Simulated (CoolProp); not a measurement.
CF4 (R14) along the isobar 3.86 MPa: fugacity coefficient from the reference equation and from simpler models built on Tc = -45.8 °C, pc = 3.762 MPa, ω = 0.178; each cubic takes its own stable root.

Computed with CoolProp (reference Helmholtz-energy equation of state, Platzer 1990). This equation is an older, rougher fit; its heat capacities, sound speeds and derivatives of the liquid may be far off and weren't checked against measurements.

```
T (°C)           phase  reference
-------  -------------  ---------
-102.05         liquid     0.1255
-77.25          liquid     0.3122
-52.35          liquid     0.5783
-27.55   supercritical     0.7412
-2.75    supercritical     0.8133
22.15    supercritical     0.8629
46.95    supercritical     0.8989
71.75    supercritical     0.9260
96.65    supercritical     0.9470
121.45   supercritical     0.9633
146.25   supercritical     0.9762
```

### Question
How far does each simpler model (Soave-Redlich-Kwong, Peng-Robinson) lie from the reference over these 11 states: mean and median of the absolute difference, and the worst?

### Answer
- Soave-Redlich-Kwong: mean 1.0 %, median 0.9 %, worst +2.0 % at -77.25 °C and 3.86 MPa
- Peng-Robinson: mean 1.7 %, median 1.5 %, worst -3.0 % at -27.55 °C and 3.86 MPa
